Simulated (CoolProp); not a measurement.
Properties of sulfur dioxide along the isotherm 175.35 °C (Tc = 157.5 °C, pc = 7.887 MPa, ω = 0.256).

Values from CoolProp's reference Helmholtz-energy equation of state, Gao 2016.

```csv
p (MPa),phase,Z,cv (kJ/(kg K)),speed of sound (m/s),expansivity (1/kK),fugacity coefficient
0.845,gas,0.9671,0.5862,261.9,2.506,0.9679
1.69,gas,0.9326,0.6004,256.5,___,0.9362
2.53,gas,0.8967,0.6159,250.8,3.240,0.9051
3.38,gas,0.8583,0.6333,244.9,___,0.8738
4.22,gas,0.8179,0.6527,238.7,4.401,0.8431
5.07,gas,0.7740,0.6751,232.2,5.280,0.8123
5.91,gas,0.7269,0.7007,225.4,6.498,0.7819
6.76,gas,0.6741,0.7313,218.1,___,0.7512
7.6,gas,0.6150,0.7682,___,11.37,0.7206
8.45,supercritical,0.5443,0.8149,202.1,17.23,0.6894
9.29,supercritical,0.4567,___,193.8,30.78,0.6576
10.1,supercritical,0.3575,0.9163,___,50.34,0.6259
11,supercritical,0.2983,0.8900,216.8,32.66,0.5907
11.8,supercritical,0.2875,0.8600,247.1,20.37,0.5620
```

**Question.** Fill in the missing entries.

**Answer.** 
- 1.69, expansivity (1/kK): 2.837
- 3.38, expansivity (1/kK): 3.751
- 6.76, expansivity (1/kK): 8.347
- 7.6, speed of sound (m/s): 210.4
- 9.29, cv (kJ/(kg K)): 0.8727
- 10.1, speed of sound (m/s): 191.9
